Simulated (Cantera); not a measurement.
# NO annealing gas

An isothermal, constant-pressure homogeneous reactor starts with NO : N₂ = 1 : 19 (molar parts), at 1850 K and 63000 Pa.

Model: GRI-Mech 3.0 (53 species, 325 reactions), integrated in Cantera.

| t (s) | x NO | x O | x O₂ | x N₂O | x NO₂ | x N₂ |
|---|---|---|---|---|---|---|
| 0.000200 | 0.0500 | 9.94e-8 | 2.27e-10 | 1.07e-7 | 1.90e-8 | 0.950 |
| 0.000632 | 0.0500 | 2.85e-7 | 2.16e-9 | 3.04e-7 | 1.23e-7 | 0.950 |
| 0.00200 | 0.0500 | 9.36e-7 | 2.58e-8 | 7.03e-7 | 6.04e-7 | 0.950 |
| 0.00632 | 0.0500 | 3.18e-6 | 4.78e-7 | 1.05e-6 | 2.37e-6 | 0.950 |
| 0.0200 | 0.0500 | 6.24e-6 | 6.95e-6 | 1.10e-6 | 4.79e-6 | 0.950 |
| 0.0632 | 0.0499 | 6.68e-6 | 3.70e-5 | 1.10e-6 | 5.14e-6 | 0.950 |
| 0.200 | 0.0497 | 7.09e-6 | 0.000133 | 1.09e-6 | 5.45e-6 | 0.950 |
| 0.632 | 0.0491 | 8.27e-6 | 0.000441 | 1.06e-6 | 6.31e-6 | 0.950 |
| 2.00 | 0.0471 | 1.12e-5 | 0.00143 | 9.84e-7 | 8.31e-6 | 0.951 |
| 6.32 | 0.0410 | 1.75e-5 | 0.00450 | 7.61e-7 | 1.13e-5 | 0.955 |
| 20.0 | 0.0257 | 2.74e-5 | 0.0121 | 3.46e-7 | 1.12e-5 | 0.962 |
x: mole fraction; the columns are a selection and need not sum to one.

Equilibrium at this temperature and pressure: NO 0.00185, O 3.79e-5, O₂ 0.0241, N₂O 9.33e-8, NO₂ 1.13e-6, N₂ 0.974 (gas phase only).
